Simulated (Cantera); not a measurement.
**N2O furnace oxynitridation**

A perfectly stirred reactor is fed with 10.7 % N₂O, 0.535 % H₂, 88.8 % N₂, at 31.5 Torr; it is held at 1250 K, and followed from long to short residence time.

Model: GRI-Mech 3.0 (53 species, 325 reactions), integrated in Cantera. GRI-Mech 3.0 was tuned for natural gas; its chemistry of N2O as a main component is partial and can be far from experiment. Radical loss at walls, strong at low pressure, is not modelled. The mechanism lacks the step 2 NO + O2 → 2 NO2, which can matter for NO2 below about 1400 K. The temperature is held fixed by assumption; the heat of reaction is taken as removed at once.

```csv
τ (s),x N₂O,x H₂,x H,x NO,x NO₂,x HO₂
0.98,0.0954,0.000246,6.84e-7,0.000723,5.93e-6,3.53e-7
0.46,0.0989,0.000454,1.36e-6,0.000363,2.80e-6,5.78e-7
0.21,0.101,0.000830,2.71e-6,0.000191,1.04e-6,7.51e-7
0.098,0.102,0.00145,4.92e-6,0.000116,3.66e-7,7.62e-7
0.046,0.104,0.00244,7.71e-6,7.38e-5,1.30e-7,6.59e-7
0.021,0.105,0.00373,9.24e-6,4.13e-5,4.69e-8,5.28e-7
0.0098,0.106,0.00470,7.80e-6,1.88e-5,1.73e-8,4.15e-7
0.0046,0.107,0.00515,4.99e-6,6.66e-6,4.16e-9,2.72e-7
0.0021,0.107,0.00530,2.54e-6,1.82e-6,3.46e-10,1.09e-7
0.00098,0.107,0.00534,1.11e-6,4.75e-7,1.27e-11,2.69e-8
0.00045,0.107,0.00535,4.05e-7,1.17e-7,<1e-12,4.62e-9
```
x: mole fraction; the columns are a selection and need not sum to one.
